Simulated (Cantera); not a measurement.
Input: 1 mol Si3N4, 3.3 mol CO2, 920 mol N2, equilibrated at 1.20 mbar.

These are equilibrium values from Cantera (NASA tables, ideal gas, pure condensed phases), not measurements of a reactor. Candidate condensed phases: C, Si, SiC, SiO2, Si2N2O, Si3N4; 34 gas species. Mutual solubility and eutectic melting of coexisting phases are not modelled. The tables hold silica as quartz up to 1696 K and as liquid above; real silica turns to tridymite and cristobalite and melts near 1996 K. The numbers say what is thermodynamically allowed, not how fast it happens.

x: gas mole fraction; n: condensed amount in mol.

```csv
T (°C),x N2,x CO,x SiO,x CO2,x SiO2,x NO,n SiO2(β-quartz),n Si2N2O(s)
702,0.996,0.00357,5.52e-12,(withheld),<1e-12,<1e-12,1.20,0.900
802,0.996,0.00357,1.91e-9,8.66e-8,<1e-12,<1e-12,1.20,0.900
902,0.996,0.00357,2.41e-7,9.32e-8,<1e-12,<1e-12,1.20,0.900
1002,0.996,0.00357,1.41e-5,9.95e-8,<1e-12,<1e-12,1.20,0.896
1102,0.996,0.00357,0.000448,1.05e-7,2.37e-11,<1e-12,1.06,0.762
1202,0.994,0.00356,0.00291,(withheld),7.97e-10,2.42e-11,0.300,0
1302,0.994,0.00355,0.00291,(withheld),1.70e-8,2.33e-9,0.296,0
```

Question: What belongs in the gaps?

Answer: 
- 702, x CO2: 7.96e-8
- 1202, x CO2: 3.37e-7
- 1302, x CO2: 4.72e-6
